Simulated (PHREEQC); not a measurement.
Make-up at 30 °C: 0.27 mol/kgw Pb(NO3)2, 0.0012 mol/kgw MgSO4 and 0.0052 mol/kgw HCl. Closed to the air; pH follows from the charge balance.

Equilibrium calculation in PHREEQC: ion-association model, phreeqc.dat.

Each row changes one thing in this solution. Precipitation was switched off in this run.

```tsv
case	pH	ionic strength (mol/kgw)	NO3- (mol/kgw)	PbNO3+ (mol/kgw)	Pb+2 (mol/kgw)	PbCl+ (mol/kgw)	SI of Anglesite (PbSO4)	SI of Pb(OH)2 (Pb(OH)2)
as made	2.40	0.503	0.386	0.154	0.113	0.00292	+2.01	-4.67
diluted 10-fold with water	3.36	0.0695	0.0481	0.00593	0.0208	0.000143	+0.92	-3.33
HCl from 0.0052 to 0.00052 mol/kgw	3.39	0.501	0.385	0.155	0.114	0.000294	+2.02	-2.70
MgSO4 from 0.0012 to 0.00024 mol/kgw	2.40	0.502	0.386	0.154	0.113	0.00292	+1.32	-4.68
MgSO4 from 0.0012 to 0.00132 mol/kgw	2.40	0.503	0.386	0.154	0.113	0.00292	+2.05	-4.67
temperature from 30 to 65 °C	___	0.514	0.392	___	0.118	0.00375	+1.82	___
temperature from 30 to 5 °C	2.40	0.498	0.383	0.157	0.110	0.00211	+2.17	___
```

### Question
What belongs in the gaps?

### Answer

- temperature from 30 to 65 °C, pH: 2.42
- temperature from 30 to 65 °C, PbNO3+ (mol/kgw): 0.148
- temperature from 30 to 65 °C, SI of Pb(OH)2 (Pb(OH)2): -3.63
- temperature from 30 to 5 °C, SI of Pb(OH)2 (Pb(OH)2): -5.58

Some of these states are supersaturated (in Anglesite, for instance). Constants without temperature data keep their 25 °C values here.
